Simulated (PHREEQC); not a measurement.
PHREEQC input (Pitzer model, pitzer.dat):

```
SOLUTION 1
  temp 58
  units mol/kgw
  pH 7 charge
END
SELECTED_OUTPUT 1
  -reset false
  -pH true
  -pe true
  -ionic_strength true
  -water true
  -totals Ca S
  -molalities H+ Ca+2 SO4-2 OH- HSO4-
  -equilibrium_phases Gypsum
  -saturation_indices Anhydrite Portlandite
PRINT
  -reset false
USE solution 1
REACTION_PRESSURE 1
  1 50 100 200 300 400 500 600 800 1000
EQUILIBRIUM_PHASES 1
  Gypsum 0 30
END
```

Selected output (columns that matter, 10 of 10 rows; P (atm) added in front):

```
P (atm)	pH	mu	Ca	S	m_H+	m_Ca+2	m_SO4-2	m_OH-	Gypsum	si_Portlandite
1	6.667	0.060335	0.015084	0.015084	2.6582e-07	0.015084	0.015083	5.4716e-07	29.985	-9.9273
50	6.6561	0.06355	0.015888	0.015888	2.7339e-07	0.015888	0.015887	5.59e-07	29.984	-9.918
100	6.645	0.066922	0.016731	0.016731	2.8134e-07	0.016731	0.01673	5.7142e-07	29.983	-9.9084
200	6.6227	0.073968	0.018492	0.018492	2.9795e-07	0.018492	0.018492	5.9733e-07	29.981	-9.889
300	6.6003	0.081428	0.020357	0.020357	3.1555e-07	0.020357	0.020357	6.2472e-07	29.98	-9.8693
400	6.578	0.089316	0.022329	0.022329	3.3419e-07	0.022329	0.022329	6.5362e-07	29.978	-9.8492
500	6.5557	0.097647	0.024412	0.024412	3.5392e-07	0.024412	0.024411	6.8411e-07	29.976	-9.8289
600	6.5335	0.10644	0.026609	0.026609	3.7479e-07	0.026609	0.026609	7.1626e-07	29.973	-9.8084
800	6.4892	0.12548	0.031371	0.031371	4.2024e-07	0.031371	0.03137	7.858e-07	29.969	-9.7665
1000	6.4451	0.14664	0.036659	0.036659	4.7108e-07	0.036659	0.036659	8.6292e-07	29.963	-9.7238
```

Species that the database lacks are ignored. At this temperature some constants are extrapolated from 25 °C, and those without enthalpy data are left unchanged.
